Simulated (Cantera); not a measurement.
## Carbon deposition, reforming and gasification: C₂H₆ + NH₃

Input: 1 mol C₂H₆, 0.89 mol NH₃, equilibrated at 3.45 Torr.

Method: chemical equilibrium by Gibbs-energy minimisation in Cantera with the NASA 1993 tables (ideal gas, pure condensed phases). Candidate condensed phases: C, C₆H₆, C₇H₈, C₈H₁₈; 92 gas species. The numbers say what is thermodynamically allowed, not how fast it happens.

From 848 K to 2048 K the condensed part is C(graphite). The main C-bearing gas is CH₄ at 848 K and HCN at 2048 K.

```tsv
T (K)	x H₂	x N₂	x H	x HCN	x CH₄	x C₂H₂ (acetylene)	n C(graphite)
848	0.904	0.0933	2.67e-10	8.49e-8	0.00241	8.00e-12	1.99
998	0.906	0.0931	3.02e-8	1.46e-6	0.000369	9.80e-10	2.00
1148	0.907	0.0931	1.01e-6	1.19e-5	9.00e-5	3.37e-8	2.00
1298	0.907	0.0931	1.50e-5	5.90e-5	3.01e-5	5.06e-7	2.00
1448	0.907	0.0930	0.000129	0.000210	1.26e-5	4.31e-6	2.00
1598	0.906	0.0928	0.000747	0.000586	6.21e-6	2.44e-5	2.00
1748	0.903	0.0922	0.00320	0.00136	3.45e-6	0.000102	1.99
1898	0.895	0.0911	0.0109	0.00276	2.08e-6	0.000337	1.98
2048	0.874	0.0890	0.0309	0.00495	1.32e-6	0.000916	1.97
```
x: gas mole fraction; n: condensed amount in mol.
